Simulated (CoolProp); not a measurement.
Saturation properties of cyclopentane.

Computed with CoolProp (reference Helmholtz-energy equation of state, Gedanitz 2015).

```tsv
T (°C)	p (kPa)	vapour density (kg/m³)	enthalpy of vaporisation (kJ/kg)
97.55	393.1	(withheld)	349.6
109.55	(withheld)	(withheld)	338.3
121.55	673.1	16.62	326.1
133.45	857.1	(withheld)	313.2
145.45	1078	26.73	299.1
157.45	(withheld)	33.55	283.7
169.45	1642	41.93	266.8
181.45	1995	52.34	247.9
193.35	(withheld)	65.42	226.5
205.35	(withheld)	82.74	200.9
217.35	(withheld)	107.2	168.6
```

Task: Some entries are withheld; supply them.

Result: 
- 97.55, vapour density (kg/m³): 9.852
- 109.55, p (kPa): 519.1
- 109.55, vapour density (kg/m³): 12.89
- 133.45, vapour density (kg/m³): 21.15
- 157.45, p (kPa): 1338
- 193.35, p (kPa): 2399
- 205.35, p (kPa): 2867
- 217.35, p (kPa): 3405

It boils at 49.2 °C under 1 atm.
